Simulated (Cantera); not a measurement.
What does this Cantera script print?

```python
import numpy as np
import cantera as ct

gas_names = [...]  # 110 gases of nasa_gas.yaml made of C, H, O
cond_names = """
    C(gr) C6H6(L) C7H8(L) C8H18(L),n-octa H2O(s) H2O(L)
""".split()


# ... load() reads the species with a 1 bar reference pressure and builds the phases ...
atoms = {
    'C2H6': {'C': 2, 'H': 6},
    'CO2': {'C': 1, 'O': 2},
}
top_T = {'C(gr)': 4500}  # K; cautious upper limits of use, not melting points


# ... equilibrate(T, P, feed) seeds the gas with the atoms and calls Mixture.equilibrate('TP', solver="vcs", rtol=1e-11, max_steps=5000) ...
results = []
T = 1898.15  # K
P = 65  # Pa
for m in [0.039, 0.073, 0.14, 0.25, 0.46, 0.86, 1.6, 3, 5.5]:
    feed = {'C2H6': 1, 'CO2': m}  # mol
    mix = equilibrate(T, P, feed)
    results.append((T, P, feed, dict(zip(mix.species_names, mix.species_moles))))

top = {s: max(r[3][s] / sum(r[3][g] for g in gas_names) for r in results) for s in gas_names}
cols = sorted((s for s in top if top[s] > 0.0001), key=lambda s: -top[s])[:7]
seen = [c for c in cond_names if any(r[3].get(c, 0) > 1e-12 for r in results)]
print("log10 of partial pressures in bar; condensed amounts in mol")
print(f"{'n(CO2)':>10s}" + "".join(f"{s[:9]:>10s}" for s in cols + seen))
for T, P, feed, n in results:
    ng = sum(n[g] for g in gas_names)
    print(f"{feed['CO2']:10.4g}" + "".join(f"{np.log10(max(n[s] / ng * P / 1e5, 1e-99)):10.3f}" for s in cols)
          + "".join(f"{n.get(c, 0):10.4g}" for c in seen))
```

It prints:

```
log10 of partial pressures in bar; condensed amounts in mol
    n(CO2)        H2        CO       CO2       H2O         H        OH C2H2,acet     C(gr)
     0.039    -3.212    -4.790   -13.948   -11.747    -4.712   -14.334    -6.636     1.959
     0.073    -3.221    -4.527   -13.422   -11.493    -4.717   -14.076    -6.645     1.925
      0.14    -3.239    -4.262   -12.893   -11.247    -4.726   -13.820    -6.663     1.858
      0.25    -3.268    -4.038   -12.445   -11.051    -4.740   -13.611    -6.692     1.748
      0.46    -3.317    -3.822   -12.013   -10.884    -4.765   -13.419    -6.741     1.538
      0.86    -3.398    -3.631   -11.630   -10.774    -4.805   -13.268    -6.822     1.138
       1.6    -3.517    -3.479   -11.326   -10.741    -4.865   -13.176    -6.941    0.3978
         3    -3.739    -3.424    -4.578    -4.269    -4.976    -6.593   -20.442         0
       5.5    -4.111    -3.456    -3.954    -3.986    -5.162    -6.124   -22.186         0
```

Cantera equilibrium calculation (NASA polynomials, part measured and part estimated; ideal gas, pure solids and liquids).
